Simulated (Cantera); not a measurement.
**Halide evaporation, hydrolysis and transport: CaCl2 + H2O + N2**

Input: 1 mol CaCl2, 0.42 mol H2O, 6.3 mol N2, equilibrated at 0.100 bar.

Cantera equilibrium calculation (NASA polynomials, part measured and part estimated; ideal gas, pure solids and liquids). Candidate condensed phases: Ca, CaCl2, CaO, Ca(OH)2, H2O, NH4Cl; 36 gas species. Mutual solubility and eutectic melting of coexisting phases are not modelled. Condensed phases not in the tables: oxide chlorides. The numbers say what is thermodynamically allowed, not how fast it happens.

```csv
T (K),x N2,x CaCl2,x HCl,x H2O,x Cl,n CaCl2(l),n CaO(s)
1050,0.936,1.28e-6,0.00309,0.0609,1.42e-7,0.990,0.0104
1150,0.934,2.09e-5,0.00755,0.0585,1.30e-6,0.974,0.0255
1250,0.930,0.000210,0.0155,0.0543,7.93e-6,0.946,0.0525
1350,0.923,0.00146,0.0274,0.0478,3.54e-5,0.896,0.0936
1450,0.910,0.00758,0.0426,0.0393,0.000122,0.800,0.148
1550,0.881,0.0311,0.0584,0.0293,0.000339,0.567,0.210
1650,0.816,0.0950,0.0682,0.0199,0.000763,0,0.266
1750,0.815,0.0980,0.0617,0.0228,0.00131,0,0.243
1850,0.815,0.100,0.0558,0.0251,0.00209,0,0.224
1950,0.814,0.102,0.0506,0.0269,0.00316,0,0.208
2050,0.813,0.104,0.0459,0.0280,0.00455,0,0.195
2150,0.812,0.105,0.0415,0.0284,0.00628,0,0.185
```
x: gas mole fraction; n: condensed amount in mol.

From 1050 K to 1550 K the condensed part is CaCl2(l) + CaO(s). From 1650 K to 2150 K the condensed part is CaO(s). The main Ca-bearing gas is CaCl2 throughout.
